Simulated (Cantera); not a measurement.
A closed system holds: 1 mol Si, 0.036 mol CO2, 2.7 mol H2, at 750 Torr.

Equilibrium computed with Cantera from the NASA thermochemical tables; the gas is ideal and each condensed phase is pure. Candidate condensed phases: C, C6H6, C7H8, C8H18, H2O, Si, SiC, SiO2; 123 gas species. Mutual solubility and eutectic melting of coexisting phases are not modelled. Gases not in the tables: Si2H6 and higher silanes. Rates play no part. All values below are at 2150 K.

Base state: H2 0.969, SiO 0.0156, CO 0.0103, H 0.00415, SiH2 0.000227, Si 0.000224, SiH 0.000108, CH4 2.53e-5 (mole fractions); condensed: Si(l) + SiC(s).

What changes in the equilibrium state with this change: Si replaced by Si3N4?


```json
[
 {"species": "H2", "before": "0.969", "after": "0.562"},
 {"species": "N2", "before": "0", "after": "0.418"},
 {"species": "SiO", "before": "0.0156", "after": "0.00909"},
 {"species": "CO", "before": "0.0103", "after": "0.00596"},
 {"species": "HCN", "before": "0", "after": "0.00114"},
 {"species": "HNC", "before": "0", "after": "8.31e-5"},
 {"species": "Si(l), mol", "before": "0.948", "after": "2.95"},
 {"species": "SiC(s), mol", "before": "0.00730", "after": "0.00148"}
]
```
The tables' values for SiN are old estimates; treat these amounts as uncertain. Further candidate phases: Si2N2O, Si3N4.

What changes in the equilibrium state with this change: CO2 from 0.036 to 2.6 mol?


| species | before | after |
|---|---|---|
| CO | 0.0103 | 0.468 |
| H2 | 0.969 | 0.412 |
| H2O | 7.30e-6 | 0.0944 |
| CO2 | 1.51e-8 | 0.0210 |
| SiO | 0.0156 | 0.00275 |
| SiH2 | 0.000227 | <1e-9 |
| Si | 0.000224 | 1.29e-9 |
| SiH | 0.000108 | <1e-9 |
| OH | 4.04e-9 | 8.02e-5 |
| Si(l), mol | 0.948 | 0 |
| SiC(s), mol | 0.00730 | 0 |
| SiO2(l), mol | 0 | 0.985 |
The tables hold silica as quartz up to 1696 K and as liquid above; real silica turns to tridymite and cristobalite and melts near 1996 K. Gases not in the tables: Si(OH)4.
